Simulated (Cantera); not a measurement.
A Cantera script and its output.

```python
import numpy as np
import cantera as ct

gas = ct.Solution("h2o2.yaml")


def delay(T, t_max=10):
    gas.TPX = T, 500000, {'H2': 1, 'O2': 0.556, 'N2': 2.09}
    reactor = ct.IdealGasConstPressureReactor(gas, clone=False)
    net = ct.ReactorNet([reactor])
    net.rtol, net.atol = 1e-8, 1e-16
    while net.time < t_max:
        t_old, T_old = net.time, reactor.T
        net.step()
        if reactor.T > T + 400:  # ignition: a rise of 400 K
            return t_old + (T + 400 - T_old) / (reactor.T - T_old) * (net.time - t_old)
    return np.nan


taus = []
for T in [850, 925, 1000, 1075, 1150, 1225, 1300, 1375]:
    taus.append(delay(T))
    print(f"T0 = {T:6g} K   tau = {taus[-1]:.4e} s")

# d ln(tau) / d ln(k), from doubling and halving each rate constant
T, sens = 925, []
for i in range(gas.n_reactions):
    gas.set_multiplier(2.0, i)
    up = delay(T)
    gas.set_multiplier(0.5, i)
    down = delay(T)
    gas.set_multiplier(1.0, i)
    sens.append((np.log(up / down) / np.log(4.0), gas.reaction(i).equation))
sens.sort(key=lambda x: -abs(x[0]))
print(f"sensitivities at {T} K")
for s, eq in sens[:10]:
    print(f"{s:8.3f}  {eq}")
```

Output:

```
T0 =    850 K   tau = 8.2339e-01 s
T0 =    925 K   tau = 8.8353e-02 s
T0 =   1000 K   tau = 1.1336e-02 s
T0 =   1075 K   tau = 1.2706e-03 s
T0 =   1150 K   tau = 4.3692e-05 s
T0 =   1225 K   tau = 1.1902e-05 s
T0 =   1300 K   tau = 6.7130e-06 s
T0 =   1375 K   tau = 4.5444e-06 s
sensitivities at 925 K
  -0.592  2 OH (+M) <=> H2O2 (+M)
  -0.568  H + H2O2 <=> H2 + HO2
  -0.373  H + O2 <=> O + OH
   0.160  H + O2 + N2 <=> HO2 + N2
   0.147  2 HO2 <=> H2O2 + O2
   0.111  H + O2 + M <=> HO2 + M
   0.074  2 HO2 <=> H2O2 + O2
   0.036  H + O2 + O2 <=> HO2 + O2
  -0.034  H + HO2 <=> 2 OH
   0.012  H + H2O2 <=> H2O + OH
```

Model: the H2/O2 subset of GRI-Mech 3.0, which has no nitrogen chemistry, integrated in Cantera. The hydrogen kinetics of GRI-Mech 3.0 are dated; newer H2 mechanisms differ, most at raised pressure. Below about 950 K walls govern HO2 and H2O2 in real vessels.
